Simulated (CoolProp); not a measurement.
A single-stage vapour-compression cycle with n-pentane: evaporating at 295.15 K (dew point), condensing at 352.15 K (bubble point), superheat 2 K, subcooling 5 K, compressor efficiency 0.8, no pressure losses. Each further row changes one setting.

Model: reference Helmholtz-energy equation of state, Thol 2019, in CoolProp.

```
case                              cooling COP  pressure ratio  discharge temperature (K)  refrigerating effect (kJ/kg)  volumetric capacity (kJ/m³)
--------------------------------  -----------  --------------  -------------------------  ----------------------------  ---------------------------
as stated                                3.27            5.88                      352.1                           245                          451
evaporating temperature 300.15 K         3.75            4.88                      352.1                           253                          554
condensing temperature 347.15 K          3.71            5.16                      347.1                           258                          475
subcooling 10 K                          3.44            5.88                      352.1                           258                          475
superheat 12 K                           3.34            5.88                      356.6                           263                          465
compressor efficiency 0.7                2.87            5.88                      352.1                           245                          451
```

The compression ends wet for: as stated; evaporating temperature 300.15 K; condensing temperature 347.15 K; subcooling 10 K; compressor efficiency 0.7.
